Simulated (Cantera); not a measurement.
Thermodynamics of iron carbonyl, mercury and lead vapours, feed PbO + O₂ + H₂

A closed system holds: 1 mol PbO, 0.014 mol O₂, 0.23 mol H₂, held at 748.15 K and 160000 Pa.

Method: chemical equilibrium by Gibbs-energy minimisation in Cantera with the NASA 1993 tables (ideal gas, pure condensed phases). Candidate condensed phases: H₂O, Pb, PbO, PbO₂, Pb₃O₄; 12 gas species. Kinetics and transport are ignored.

| Property | Value |
|---|---|
| x(H₂O) | 1.000 |
| x(H₂) | 4.80e-5 |
| n(Pb(l)) | 0.202 mol |
| n(PbO(red)) | 0.798 mol |
| gas amount | 0.2300 mol |
| log10 activity of Pb₃O₄(s) (absent) | -10.43 |
| log10 activity of PbO₂(s) (absent) | -11.27 |
